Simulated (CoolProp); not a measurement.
Vapour-liquid equilibrium of cis-2-butene (1) + acetone (2) at 369.3 K; x and y are mole fractions of (1).

Computed with CoolProp (multi-fluid Helmholtz-energy mixture model, Lemmon 2005 and Lemmon 2006; pair parameters Bell 2016).

Give the bubble pressure and the first vapour's composition at x = 0.05, 0.5, 0.575. Is there an azeotrope?

x = 0.05: 437.6 kPa, y = 0.245; x = 0.5: 1019 kPa, y = 0.762; x = 0.575: 1074 kPa, y = 0.792. No azeotrope shows between x = 0.05 and 0.95.

Pair parameters are fitted to limited data, so mixtures are less certain than the pure fluids.
